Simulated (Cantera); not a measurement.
A closed system holds: 1 mol (CH3)2SiCl2, 0.18 mol C2H2, 250 mol H2, at 1598.15 K.

Cantera equilibrium calculation (NASA polynomials, part measured and part estimated; ideal gas, pure solids and liquids). Candidate condensed phases: C, C6H6, C7H8, C8H18, Si, SiC; 109 gas species. The feed counts by its element totals alone. Equilibrium is a limit: real reactors are often held back by kinetics, nucleation or transport.

x: gas mole fraction; n: condensed amount in mol.

```csv
P (Pa),x H2,x HCl,x H,x CH4,x C2H2 (acetylene),n C(graphite),n SiC(s)
100,0.990,0.00785,0.00168,1.61e-6,2.67e-5,1.35,0.999
400,0.991,0.00786,0.000839,6.47e-6,2.67e-5,1.35,0.999
1600,0.992,0.00786,0.000420,2.59e-5,2.68e-5,1.34,0.999
6300,0.992,0.00786,?,?,2.68e-5,1.32,0.999
25000,0.992,0.00787,?,?,2.68e-5,1.24,0.999
100000,0.990,0.00788,5.31e-5,0.00161,2.67e-5,0.935,0.999
```

**Question.** Fill in the missing entries.

**Answer.** 
- 25000, x H: 0.000106
- 25000, x CH4: 0.000404
- 6300, x H: 0.000212
- 6300, x CH4: 0.000102
